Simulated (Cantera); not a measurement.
## Adiabatic ignition

An adiabatic, constant-pressure homogeneous reactor starts with C3H8 : O2 : N2 = 1.5 : 2.78 : 10.4 (molar parts), equivalence ratio 2.7, at 1598 K and 760 Torr.

Computed with Cantera and GRI-Mech 3.0 (53 species, 325 reactions). GRI-Mech 3.0 was tuned for natural gas; its chemistry of propane as a main component is partial and can be far from experiment.

```
t (s)     T (K)    x C3H8      x O2    x CH2O      x H   x C2H4
--------  -----  --------  --------  --------  -------  -------
3.00e-6    1579    0.0974     0.188  0.000324  3.91e-5  0.00338
1.59e-5    1567    0.0687     0.173   0.00504  8.81e-5   0.0292
8.45e-5    2396  4.87e-10  0.000140   2.91e-5  0.00491  6.90e-5
0.000448   2377  6.27e-11   5.22e-7   7.07e-6  0.00484  1.71e-5
0.00238    2349    <1e-12   2.10e-7   5.99e-7  0.00525  6.54e-7
0.0126     2342    <1e-12   2.29e-7   2.02e-8  0.00587   <1e-12
0.0669     2343    <1e-12   2.32e-7   2.02e-8  0.00590   <1e-12
0.355      2343    <1e-12   2.33e-7   2.02e-8  0.00590   <1e-12
1.88       2343    <1e-12   2.33e-7   2.02e-8  0.00590   <1e-12
10.0       2343    <1e-12   2.33e-7   2.02e-8  0.00590   <1e-12
```
x: mole fraction; the columns are a selection and need not sum to one.

```
Quantity                                                             Value
---------------------------------  ---------------------------------------
time of steepest temperature rise                                  41.5 µs
temperature at 10.0 s                                               2343 K
equilibrium temperature                                             2343 K
x(C3H8) at 10.0 s                    <1e-12 (gas-phase equilibrium <1e-12)
x(O2) at 10.0 s                    2.33e-7 (gas-phase equilibrium 2.33e-7)
x(CH2O) at 10.0 s                  2.02e-8 (gas-phase equilibrium 2.02e-8)
```
